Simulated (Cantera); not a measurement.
# Ignition delay

Mixture: 8.75 % CH₃OH, 14.3 % O₂, 77.0 % N₂, at 9.87 atm, adiabatic and at constant volume. Ignition delay is the time to a rise of 400 K.

Detailed kinetics in Cantera: GRI-Mech 3.0 (53 species, 325 reactions). GRI-Mech 3.0 was tuned for natural gas; its chemistry of methanol as a main component is partial and can be far from experiment.

| T0 (K) | delay (ms) |
|---|---|
| 1050 | 29.7 |
| 1150 | 3.92 |
| 1250 | 0.722 |
| 1350 | 0.176 |
| 1450 | 0.0544 |
| 1550 | 0.0205 |
| 1650 | 0.00906 |
| 1750 | 0.00448 |
| 1850 | 0.00242 |

| Property | Result |
|---|---|
| apparent activation energy between 1650 and 1850 K | 170 kJ/mol |
